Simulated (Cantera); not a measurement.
Cantera run:

```python
import numpy as np
import cantera as ct

gas_names = """
    CL CLO CL2 H HCL HOCL HO2 H2 H2O H2O2 O OH O2 O3 Si SiCL SiCL2 SiCL3 SiCL4 SiH SiHCL3 SiH2 SiH2CL2
    SiH3 SiH3CL SiH4 SiO SiO2 Si2 Si3
""".split()
cond_names = """
    H2O(s) H2O(L) Si(cr) Si(L) SiO2(Lqz) SiO2(hqz) SiO2(L)
""".split()


def load(file, names, dense=False):
    # The tables refer to 1 bar. Condensed volumes are neglected.
    table = {s.name: s for s in ct.Species.list_from_file(file)}
    out = []
    for n in names:
        d = dict(table[n].input_data)
        d["thermo"] = dict(d["thermo"], **{"reference-pressure": 1e5})
        if dense:
            d["equation-of-state"] = {"model": "constant-volume", "density": "1e6 g/cm^3"}
        out.append(ct.Species.from_dict(d))
    return out


gas = ct.Solution(thermo="ideal-gas", species=load("nasa_gas.yaml", gas_names))
cond = {s.name: ct.Solution(thermo="fixed-stoichiometry", species=[s], name=s.name)
        for s in load("nasa_condensed.yaml", cond_names, dense=True)}
atoms = {
    'SiCl4': {'Si': 1, 'CL': 4},
    'H2O': {'H': 2, 'O': 1},
    'H2': {'H': 2},
}
top_T = {}  # K; cautious upper limits of use, not melting points


def equilibrate(T, P, feed):
    n = {}
    for name, mol in feed.items():
        for a, k in atoms[name].items():
            n[a] = n.get(a, 0.0) + k * mol
    gas.TPX = T, P, n
    mass = sum(n.values()) * gas.mean_molecular_weight
    gas.equilibrate("TP")
    valid = [c for c in cond.values() if c.min_temp <= T <= top_T.get(c.name, c.max_temp)]
    mix = ct.Mixture([(gas, mass / gas.mean_molecular_weight)] + [(c, 0.0) for c in valid])
    mix.T, mix.P = T, P
    mix.equilibrate("TP", solver="vcs", rtol=1e-11, max_steps=5000)
    return mix


results = []
feed = {'SiCl4': 1, 'H2O': 1.4, 'H2': 0.72}  # mol
P = 50  # Pa
for T in [600, 750, 900, 1050, 1200, 1350, 1500, 1650, 1800, 1950]:
    mix = equilibrate(T, P, feed)
    results.append((T, P, feed, dict(zip(mix.species_names, mix.species_moles))))

top = {s: max(r[3][s] / sum(r[3][g] for g in gas_names) for r in results) for s in gas_names}
cols = sorted((s for s in top if top[s] > 1e-06), key=lambda s: -top[s])[:5]
seen = [c for c in cond_names if any(r[3].get(c, 0) > 1e-12 for r in results)]
print("log10 of partial pressures in bar; condensed amounts in mol")
print(f"{'T/K':>10s}" + "".join(f"{s[:9]:>10s}" for s in cols + seen))
for T, P, feed, n in results:
    ng = sum(n[g] for g in gas_names)
    print(f"{T:10.4g}" + "".join(f"{np.log10(max(n[s] / ng * P / 1e5, 1e-99)):10.3f}" for s in cols)
          + "".join(f"{n.get(c, 0):10.4g}" for c in seen))
```

Result:

```
log10 of partial pressures in bar; condensed amounts in mol
       T/K       HCL        H2       SiO        CL     SiCL4 SiO2(Lqz) SiO2(hqz)   SiO2(L)
       600    -3.436    -4.026   -29.153   -17.661    -4.406       0.7         0         0
       750    -3.436    -4.026   -20.526   -13.892    -4.406       0.7         0         0
       900    -3.436    -4.026   -14.815   -11.366    -4.406         0       0.7         0
      1050    -3.435    -4.027   -10.767    -9.553    -4.412         0       0.7         0
      1200    -3.429    -4.053    -7.822    -8.169    -4.488         0    0.6999         0
      1350    -3.403    -4.177    -5.884    -7.017    -4.936         0    0.6948         0
      1500    -3.386    -4.372    -4.688    -6.048    -5.802         0    0.6123         0
      1650    -3.384    -4.716    -4.239    -5.173    -7.234         0    0.4289         0
      1800    -3.409    -4.654    -4.203    -4.644    -9.879         0         0    0.3929
      1950    -3.481    -4.598    -4.155    -4.248   -12.270         0         0    0.2755
```

Method: chemical equilibrium by Gibbs-energy minimisation in Cantera with the NASA 1993 tables (ideal gas, pure condensed phases). The tables' values for SiCl3, SiO2 are old estimates; treat these amounts as uncertain. The tables hold silica as quartz up to 1696 K and as liquid above; real silica turns to tridymite and cristobalite and melts near 1996 K.
